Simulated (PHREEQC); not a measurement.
## Polishing slurry liquid: an equilibrium model

Make-up at 25 °C: 3.5 mmol/kgw H2SO4, 4.7 mmol/kgw KNO3 and 0.0143 mmol/kgw CO2. Closed to the air; pH follows from the charge balance.

Computed with PHREEQC (ion-association model, phreeqc.dat).

Precipitation was switched off in this run.

Task: What pH, specific conductance does the model give?

Result: pH 2.26; specific conductance 2970 µS/cm.

Task: In which forms is K present?

Result: K+ 99 %, KSO4- 1.1 % of the K.
